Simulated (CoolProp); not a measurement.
Vapour-liquid equilibrium of R143a (1) + propane (2) at 46.25 °C; x and y are mole fractions of (1).

Model: multi-fluid Helmholtz-energy mixture model, Lemmon and Jacobsen 2000 and Lemmon 2009; pair parameters Bell 2016, in CoolProp.

| x | bubble pressure, mixture model (MPa) | bubble pressure, Raoult's law (MPa) | y, mixture model | y, Raoult's law |
|---|---|---|---|---|
| 0.05 | 1.740 | 1.605 | 0.109 | 0.066 |
| 0.125 | 1.931 | 1.645 | 0.224 | 0.161 |
| 0.2 | 2.075 | 1.686 | 0.307 | 0.251 |
| 0.275 | 2.184 | 1.727 | 0.374 | 0.338 |
| 0.35 | 2.267 | 1.767 | 0.432 | 0.420 |
| 0.425 | 2.328 | 1.808 | 0.485 | 0.498 |
| 0.5 | 2.371 | 1.848 | 0.537 | 0.573 |
| 0.575 | 2.395 | 1.889 | 0.590 | 0.645 |
| 0.65 | 2.400 | 1.930 | 0.646 | 0.714 |
| 0.725 | 2.385 | 1.970 | 0.706 | 0.780 |
| 0.8 | 2.348 | 2.011 | 0.772 | 0.843 |
| 0.875 | 2.286 | 2.051 | 0.846 | 0.904 |
| 0.95 | 2.196 | 2.092 | 0.933 | 0.962 |

The largest gap from Raoult's law is +28.8 % in bubble pressure, at x = 0.425. y crosses x between x = 0.575 and 0.65: the model has an azeotrope there.

The pair parameters rest on a limited set of measurements; away from them the model extrapolates.
